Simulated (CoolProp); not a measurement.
Saturation properties of octamethylcyclotetrasiloxane (D4).

Model: reference Helmholtz-energy equation of state, Thol 2015, in CoolProp.

```json
[
 {"T (K)": "437.2", "p (MPa)": "0.07454", "liquid density (kg/m³)": "781.5", "vapour density (kg/m³)": "6.481", "liquid cp (kJ/(kg K))": "1.967", "surface tension (mN/m)": "8.14"},
 {"T (K)": "440.9", "p (MPa)": "0.08233", "liquid density (kg/m³)": "776.5", "vapour density (kg/m³)": "7.133", "liquid cp (kJ/(kg K))": "1.976", "surface tension (mN/m)": "7.90"},
 {"T (K)": "444.7", "p (MPa)": "0.09098", "liquid density (kg/m³)": "[?]", "vapour density (kg/m³)": "7.857", "liquid cp (kJ/(kg K))": "[?]", "surface tension (mN/m)": "7.65"},
 {"T (K)": "448.5", "p (MPa)": "[?]", "liquid density (kg/m³)": "765.9", "vapour density (kg/m³)": "8.640", "liquid cp (kJ/(kg K))": "1.995", "surface tension (mN/m)": "[?]"},
 {"T (K)": "452.2", "p (MPa)": "0.1101", "liquid density (kg/m³)": "760.7", "vapour density (kg/m³)": "[?]", "liquid cp (kJ/(kg K))": "2.005", "surface tension (mN/m)": "7.17"},
 {"T (K)": "456", "p (MPa)": "0.1209", "liquid density (kg/m³)": "755.3", "vapour density (kg/m³)": "10.37", "liquid cp (kJ/(kg K))": "2.015", "surface tension (mN/m)": "6.92"},
 {"T (K)": "459.8", "p (MPa)": "0.1326", "liquid density (kg/m³)": "749.8", "vapour density (kg/m³)": "11.35", "liquid cp (kJ/(kg K))": "2.025", "surface tension (mN/m)": "[?]"},
 {"T (K)": "463.5", "p (MPa)": "0.1447", "liquid density (kg/m³)": "[?]", "vapour density (kg/m³)": "12.37", "liquid cp (kJ/(kg K))": "2.035", "surface tension (mN/m)": "6.44"},
 {"T (K)": "467.3", "p (MPa)": "0.1580", "liquid density (kg/m³)": "738.7", "vapour density (kg/m³)": "13.50", "liquid cp (kJ/(kg K))": "2.045", "surface tension (mN/m)": "6.21"},
 {"T (K)": "471.1", "p (MPa)": "0.1723", "liquid density (kg/m³)": "733.0", "vapour density (kg/m³)": "14.72", "liquid cp (kJ/(kg K))": "2.055", "surface tension (mN/m)": "5.97"},
 {"T (K)": "474.8", "p (MPa)": "0.1871", "liquid density (kg/m³)": "727.4", "vapour density (kg/m³)": "15.99", "liquid cp (kJ/(kg K))": "2.066", "surface tension (mN/m)": "5.74"},
 {"T (K)": "478.6", "p (MPa)": "0.2033", "liquid density (kg/m³)": "721.5", "vapour density (kg/m³)": "17.38", "liquid cp (kJ/(kg K))": "2.076", "surface tension (mN/m)": "5.50"},
 {"T (K)": "482.4", "p (MPa)": "0.2206", "liquid density (kg/m³)": "715.5", "vapour density (kg/m³)": "18.88", "liquid cp (kJ/(kg K))": "2.087", "surface tension (mN/m)": "5.27"},
 {"T (K)": "486.1", "p (MPa)": "0.2385", "liquid density (kg/m³)": "709.6", "vapour density (kg/m³)": "20.45", "liquid cp (kJ/(kg K))": "2.098", "surface tension (mN/m)": "5.04"}
]
```

Some entries are withheld; supply them.


- 444.7, liquid density (kg/m³): 771.2
- 444.7, liquid cp (kJ/(kg K)): 1.986
- 448.5, p (MPa): 0.1003
- 448.5, surface tension (mN/m): 7.40
- 452.2, vapour density (kg/m³): 9.461
- 459.8, surface tension (mN/m): 6.68
- 463.5, liquid density (kg/m³): 744.4

It boils at 448.9 K under 1 atm.

Surface tension comes from a separate correlation (Mulero 2014), older than this fluid's equation and unchecked against measurements.
